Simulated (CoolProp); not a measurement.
Vapour-liquid equilibrium of ethane (1) + hydrogen sulfide (2) at -38.75 °C; x and y are mole fractions of (1).

Model: multi-fluid Helmholtz-energy mixture model, Bücker 2006 and Lemmon 2006; pair parameters Kunz 2012, in CoolProp.

**Question.** Give the bubble pressure and the first vapour's composition at x = 0.2, 0.35, 0.65. Is there an azeotrope?

**Answer.** x = 0.2: 6.360 bar, y = 0.612; x = 0.35: 7.147 bar, y = 0.675; x = 0.65: 7.887 bar, y = 0.759. y crosses x between x = 0.8 and 0.95: the model has an azeotrope there.

The pair parameters rest on a limited set of measurements; away from them the model extrapolates. With so large a gap from Raoult's law the liquid may split in two, which this calculation doesn't test in full.
